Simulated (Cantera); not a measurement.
A perfectly stirred reactor is fed with C₂H₄ : H₂ = 1 : 5.1 (molar parts), at 12000 Pa; it is held at 1700 K, and followed from long to short residence time.

Computed with Cantera and GRI-Mech 3.0 (53 species, 325 reactions). GRI-Mech 3.0 was tuned for natural gas; its chemistry of ethylene as a main component is partial and can be far from experiment. GRI-Mech 3.0 stops at C3 and has no aromatics, soot or wall deposition, so with more carbon than oxygen in the feed, carbon stays in small species such as C2H2 where larger ones or solid carbon would form.

| quantity | before | after |
|---|---|---|
| x(C₂H₄) at τ = 0.470 s | 0.00118 | 0.000367 |
| x(H₂) at τ = 0.470 s | 0.858 | 0.958 |
| x(H) at τ = 0.470 s | 0.000337 | 0.000357 |
| x(CH₂) at τ = 0.470 s | 4.58e-9 | 1.48e-9 |
| x(C₂H₆) at τ = 0.470 s | 1.18e-7 | 4.00e-8 |
| x(C₂H₄) at τ = 9.90 ms | 0.0517 | 0.0150 |
| x(H₂) at τ = 9.90 ms | 0.852 | 0.958 |
| x(H) at τ = 9.90 ms | 6.89e-5 | 6.56e-5 |
| x(CH₂) at τ = 9.90 ms | 4.01e-9 | 9.86e-10 |
| x(C₂H₆) at τ = 9.90 ms | 1.83e-6 | 5.56e-7 |

Problem. Which change was made?
(A) C2H4 1 to 0.23 parts
(B) temperature 1700 to 1675 K
(C) pressure from 12000 Pa to 100000 Pa
(D) temperature 1700 to 1923 K

Solution. A, C2H4 1 to 0.23 parts
